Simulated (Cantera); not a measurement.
An isothermal, constant-pressure homogeneous reactor starts with N₂O : N₂ = 1 : 0.66 (molar parts), at 1475 K and 100.0 Torr. Integrator tolerance rtol = 1e-08.

Model: GRI-Mech 3.0 (53 species, 325 reactions), integrated in Cantera. GRI-Mech 3.0 was tuned for natural gas; its chemistry of N2O as a main component is partial and can be far from experiment. The temperature is held fixed by assumption; the heat of reaction is taken as removed at once.

Task: What does this change do: pressure from 100.0 Torr to 20.0 Torr?

Result: 
```
quantity                                            before                                    after
----------------  ----------------------------------------  ---------------------------------------
x(N₂O) at 10.0 s   3.14e-6 (gas-phase equilibrium 2.50e-8)  8.76e-5 (gas-phase equilibrium 1.12e-8)
x(NO) at 10.0 s      0.102 (gas-phase equilibrium 0.00112)    0.107 (gas-phase equilibrium 0.00112)
x(O₂) at 10.0 s        0.180 (gas-phase equilibrium 0.231)      0.178 (gas-phase equilibrium 0.231)
x(O) at 10.0 s     3.37e-6 (gas-phase equilibrium 3.80e-6)  8.27e-6 (gas-phase equilibrium 8.50e-6)
x(NO₂) at 10.0 s  0.000199 (gas-phase equilibrium 2.48e-6)  8.63e-5 (gas-phase equilibrium 1.11e-6)
x(N₂) at 10.0 s        0.717 (gas-phase equilibrium 0.768)      0.715 (gas-phase equilibrium 0.768)
```
Radical loss at walls, strong at low pressure, is not modelled.

Task: What does this change do: temperature 1475 to 1325 K?

Result: 
```tsv
quantity	before	after
x(N₂O) at 10.0 s	3.14e-6 (gas-phase equilibrium 2.50e-8)	0.00242 (gas-phase equilibrium 1.14e-8)
x(NO) at 10.0 s	0.102 (gas-phase equilibrium 0.00112)	0.0684 (gas-phase equilibrium 0.000484)
x(O₂) at 10.0 s	0.180 (gas-phase equilibrium 0.231)	0.196 (gas-phase equilibrium 0.231)
x(O) at 10.0 s	3.37e-6 (gas-phase equilibrium 3.80e-6)	1.11e-6 (gas-phase equilibrium 3.65e-7)
x(NO₂) at 10.0 s	0.000199 (gas-phase equilibrium 2.48e-6)	0.000137 (gas-phase equilibrium 1.81e-6)
x(N₂) at 10.0 s	0.717 (gas-phase equilibrium 0.768)	0.733 (gas-phase equilibrium 0.768)
```
The mechanism lacks the step 2 NO + O2 → 2 NO2, which can matter for NO2 below about 1400 K.
